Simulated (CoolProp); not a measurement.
Vapour-liquid equilibrium of methanol (1) + ethanol (2) at 1.88 kPa; x and y are mole fractions of (1).

Values from CoolProp's multi-fluid Helmholtz-energy mixture model, de Reuck 1993 and Schroeder 2014; pair parameters Bell 2016.

Task: Give the bubble temperature and the first vapour's composition at x = 0.425, 0.575, 0.875. Is there an azeotrope?

Result: x = 0.425: 268.2 K, y = 0.652; x = 0.575: 266.2 K, y = 0.777; x = 0.875: 262.8 K, y = 0.951. No azeotrope shows between x = 0.05 and 0.95.

The pair parameters rest on a limited set of measurements; away from them the model extrapolates.
